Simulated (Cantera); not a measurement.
What does this Cantera script print?

```python
import numpy as np
import cantera as ct

gas = ct.Solution("SiF4_NH3_mec.yaml", "gas")
gas.TPX = 1675, 13000, {'NH3': 1, 'N2': 0.26}
reactor = ct.IdealGasConstPressureReactor(gas, energy="off", clone=False)
net = ct.ReactorNet([reactor])
net.rtol, net.atol = 1e-08, 1e-18
show = ['NH3', 'NH', 'H', 'N2', 'H2', 'N2H2']
times = np.geomspace(0.0005, 50, 13)

steps = ct.SolutionArray(gas, extra=["t"])
rows = []
print(f"{'t/s':>10s}{'T/K':>9s}{'P/Pa':>11s}" + "".join(f"{s:>11s}" for s in show))
for t in times:
    while net.time < t:
        t_next = net.step()
        steps.append(gas.state, t=t_next)
    rows.append([np.interp(t, steps.t, y) for y in (steps.T, steps.P, *steps(*show).X.T)])
    print(f"{t:10.3e}{rows[-1][0]:9.1f}{rows[-1][1]:11.4g}" + "".join(f"{x:11.3e}" for x in rows[-1][2:]))
rate = np.gradient(steps.T, steps.t)
print("integrator steps:", len(steps.t))
if steps.T.max() > steps.T[0] + 200:
    print(f"time of steepest temperature rise: {steps.t[rate.argmax()]:.4e} s")
gas.TPX = 1675, 13000, {'NH3': 1, 'N2': 0.26}
gas.equilibrate("TP")
print(f"equilibrium (TP): T = {gas.T:.1f} K  " + "  ".join(f"{s} {gas[s].X[0]:.3e}" for s in show))
```

Result:

```
       t/s      T/K       P/Pa        NH3         NH          H         N2         H2       N2H2
 5.000e-04   1675.0    1.3e+04  7.936e-01  4.849e-09  1.412e-08  2.063e-01  7.861e-06  5.735e-09
 1.305e-03   1675.0    1.3e+04  7.936e-01  3.673e-08  1.570e-08  2.063e-01  2.138e-05  4.693e-08
 3.406e-03   1675.0    1.3e+04  7.935e-01  1.958e-07  2.731e-08  2.063e-01  7.156e-05  3.353e-07
 8.891e-03   1675.0    1.3e+04  7.930e-01  5.421e-07  8.637e-08  2.064e-01  3.734e-04  1.282e-06
 2.321e-02   1675.0    1.3e+04  7.916e-01  6.449e-07  2.285e-07  2.066e-01  1.582e-03  1.576e-06
 6.058e-02   1675.0    1.3e+04  7.877e-01  6.827e-07  5.752e-07  2.072e-01  4.818e-03  1.566e-06
 1.581e-01   1675.0    1.3e+04  7.777e-01  7.586e-07  1.459e-06  2.089e-01  1.317e-02  1.534e-06
 4.127e-01   1675.0    1.3e+04  7.525e-01  8.727e-07  3.674e-06  2.130e-01  3.432e-02  1.451e-06
 1.077e+00   1675.0    1.3e+04  6.919e-01  9.757e-07  9.072e-06  2.229e-01  8.496e-02  1.257e-06
 2.812e+00   1675.0    1.3e+04  5.647e-01  9.982e-07  2.150e-05  2.438e-01  1.913e-01  8.983e-07
 7.339e+00   1675.0    1.3e+04  3.608e-01  8.950e-07  4.671e-05  2.772e-01  3.618e-01  4.531e-07
 1.916e+01   1675.0    1.3e+04  1.520e-01  6.515e-07  8.980e-05  3.114e-01  5.365e-01  1.327e-07
 5.000e+01   1675.0    1.3e+04  3.611e-02  3.368e-07  1.555e-04  3.303e-01  6.334e-01  1.772e-08
integrator steps: 1192
equilibrium (TP): T = 1675.0 K  NH3 1.557e-06  NH 3.838e-11  H 2.640e-04  N2 3.362e-01  H2 6.635e-01  N2H2 7.579e-15
```

Cantera simulation using the gas-phase N/H chemistry of the illustrative SiF4/NH3 mechanism in the Surface Chemkin manual (1991); the numbers are that mechanism's predictions, not measurements. Walls and surfaces, which speed up NH3 decomposition in real reactors, are not modelled.
